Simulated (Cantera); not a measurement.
**Ignition delay**

Mixture: CO : H2 : CH4 : O2 : N2 : CO2 = 1 : 0.5 : 0.7 : 5.37 : 20.2 : 0.46 (molar parts), equivalence ratio 0.40, at 0.434 atm, adiabatic and at constant volume. Ignition delay is the time to a rise of 400 K.

Cantera simulation using GRI-Mech 3.0 (53 species, 325 reactions); the numbers are that mechanism's predictions, not measurements. Below about 1000 K GRI-Mech 3.0 lacks low-temperature oxidation paths.

| T0 (K) | delay (ms) |
|---|---|
| 950 | 19.3 |
| 1000 | 9.10 |
| 1050 | 4.96 |
| 1100 | 2.95 |
| 1150 | 1.87 |
| 1200 | 1.26 |
| 1250 | 0.890 |
| 1300 | 0.655 |
| 1350 | 0.498 |

| Item | Result |
|---|---|
| apparent activation energy between 1250 and 1350 K | 81 kJ/mol |
